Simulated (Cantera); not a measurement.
An adiabatic, constant-volume homogeneous reactor starts with CH₄ : CO : O₂ : N₂ = 1 : 0.3 : 2.5 : 9.4 (molar parts), equivalence ratio 0.86, at 1623 K and 1.01 bar.

Model: GRI-Mech 3.0 (53 species, 325 reactions), integrated in Cantera.

Question: Predict: time of steepest temperature rise; temperature at 0.200 s; equilibrium temperature; x(CO) at 0.200 s; x(O₂) at 0.200 s; x(HO₂) at 0.200 s; x(CO₂) at 0.200 s; x(NO) at 0.200 s.

Answer: 
| Quantity | Result |
|---|---|
| time of steepest temperature rise | 0.356 ms |
| temperature at 0.200 s | 2882 K |
| equilibrium temperature | 2882 K |
| x(CO) at 0.200 s | 0.0427 (gas-phase equilibrium 0.0427) |
| x(O₂) at 0.200 s | 0.0366 (gas-phase equilibrium 0.0366) |
| x(HO₂) at 0.200 s | 1.15e-5 (gas-phase equilibrium 1.15e-5) |
| x(CO₂) at 0.200 s | 0.0523 (gas-phase equilibrium 0.0523) |
| x(NO) at 0.200 s | 0.0160 (gas-phase equilibrium 0.0160) |
